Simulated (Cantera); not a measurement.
# Equilibrium for roasting and sulfation: FeS + SO3 + N2

Feed: 1 mol FeS, 1.2 mol SO3, 4.4 mol N2, held at 1973 K and 1 atm.

These are equilibrium values from Cantera (NASA tables, ideal gas, pure condensed phases), not measurements of a reactor. Candidate condensed phases: Fe, FeO, FeS, FeSO4, FeS2, Fe2O3, Fe2(SO4)3, Fe3O4, S; 19 gas species. The tables' stoichiometric FeO is somewhat more stable than real wüstite, so its field is too wide. FeO: taken at fixed stoichiometry. Equilibrium is a limit: real reactors are often held back by kinetics, nucleation or transport.

* **x(N2)**: 0.712
* **x(SO2)**: 0.199
* **x(S2)**: 0.0655
* **x(SO)**: 0.0198
* **x(S2O)**: 0.00268
* **x(S)**: 0.000676
* **x(Fe)**: 2.50e-5
* **x(NO)**: 1.70e-5
* **x(SN)**: 5.50e-6
* **n(FeO(l))**: 1.000 mol
* **gas amount**: 6.179 mol
* **log10 activity of Fe(l) (absent)**: -1.03
* **log10 activity of S(l) (absent)**: -2.15
